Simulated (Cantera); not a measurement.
Gas mixture: H₂O : NO = 0.73 : 0.29 (molar parts), at 0.430 bar, frozen composition.

Cantera's kinetic-theory transport with the Lennard-Jones parameters of GRI-Mech 3.0, ideal gas; thermal conductivity in the mixture-averaged form. Polar gases are described roughly by these parameters. The composition is frozen, though it would react at the higher temperatures.

One state of this run: ρ (kg/m³) = 0.170; cp (J/kg/K) = 1653; μ (µPa s) = 26.3; λ (mW/m/K) = 60.9; Pr = 0.713; D (cm²/s) CH₃ = 2.27; D (cm²/s) CH₄ = 2.24; D (cm²/s) NO = 2.26. D: mixture-averaged diffusion coefficient of that species in the mixture.

**Question.** Which value of T (K) does it belong to?
(A) 1650
(B) 650
(C) 900
(D) 400

**Answer.** B, 650
